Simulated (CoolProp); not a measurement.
A simple Rankine cycle with dimethyl carbonate: condensing at 329.15 K, boiler at 0.119 MPa, turbine inlet 408.5 K, turbine efficiency 0.85, pump efficiency 0.6, no recuperator. Each further row changes one setting.

The numbers come from the reference Helmholtz-energy equation of state, Zhou 2011 in CoolProp.

```json
[
 {"case": "as stated", "thermal efficiency (%)": "8.2", "net work (kJ/kg)": "___", "heat in (kJ/kg)": "505", "turbine exit temperature (K)": "377.7", "volume ratio over the turbine": "3.75"},
 {"case": "turbine inlet 428.5 K", "thermal efficiency (%)": "8.2", "net work (kJ/kg)": "43.9", "heat in (kJ/kg)": "___", "turbine exit temperature (K)": "___", "volume ratio over the turbine": "3.75"},
 {"case": "condensing temperature 321.15 K", "thermal efficiency (%)": "9.8", "net work (kJ/kg)": "51.2", "heat in (kJ/kg)": "520", "turbine exit temperature (K)": "370.6", "volume ratio over the turbine": "5.14"},
 {"case": "boiler pressure 0.0833 MPa", "thermal efficiency (%)": "6.2", "net work (kJ/kg)": "31.4", "heat in (kJ/kg)": "___", "turbine exit temperature (K)": "385.7", "volume ratio over the turbine": "___"},
 {"case": "turbine efficiency 0.75", "thermal efficiency (%)": "7.3", "net work (kJ/kg)": "36.7", "heat in (kJ/kg)": "505", "turbine exit temperature (K)": "381.2", "volume ratio over the turbine": "3.79"}
]
```

### Question
Complete the blanks.

### Answer

- as stated, net work (kJ/kg): 41.6
- turbine inlet 428.5 K, heat in (kJ/kg): 535
- turbine inlet 428.5 K, turbine exit temperature (K): 397.4
- boiler pressure 0.0833 MPa, heat in (kJ/kg): 506
- boiler pressure 0.0833 MPa, volume ratio over the turbine: 2.66
